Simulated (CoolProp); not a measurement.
The numbers come from the reference Helmholtz-energy equation of state, Schmidt 1985 in CoolProp. Above 300 K oxygen's equation is extrapolated.

For oxygen, give the phase and the cv (kJ/(kg K)), Joule-Thomson coefficient (K/MPa) at 233.9 K and 0.0147 MPa; 984.9 K and 0.0224 MPa.


- 233.9 K and 0.0147 MPa: gas; cv 0.652, Joule-Thomson coefficient 4.20
- 984.9 K and 0.0224 MPa: gas; cv 0.828, Joule-Thomson coefficient -0.265
